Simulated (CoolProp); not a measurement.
Vapour-liquid equilibrium of R22 (1) + dimethyl ether (2) at 0.399 MPa; x and y are mole fractions of (1).

Computed with CoolProp (multi-fluid Helmholtz-energy mixture model, Kamei 1995 and Wu 2011; pair parameters Bell 2016).

| x | bubble temperature (K) | y at the bubble point | dew temperature at overall composition x (K) | liquid density (mol/L) |
|---|---|---|---|---|
| 0.05 | 285.6 | 0.041 | 285.6 | 14.82 |
| 0.15 | 286.1 | 0.137 | 286.2 | 14.86 |
| 0.25 | 286.3 | 0.252 | 286.3 | 14.89 |
| 0.35 | 285.9 | 0.386 | 286.1 | 14.93 |
| 0.45 | 284.7 | 0.531 | 285.5 | 14.98 |
| 0.55 | 282.6 | 0.674 | 284.5 | 15.03 |
| 0.65 | 279.4 | 0.799 | 283.0 | 15.09 |
| 0.75 | 275.6 | 0.895 | 280.9 | 15.14 |
| 0.85 | 271.6 | 0.957 | 277.7 | 15.16 |
| 0.95 | 268.0 | 0.991 | 272.2 | 15.13 |

y crosses x between x = 0.15 and 0.25: the model has an azeotrope there.

The pair parameters rest on a limited set of measurements; away from them the model extrapolates.
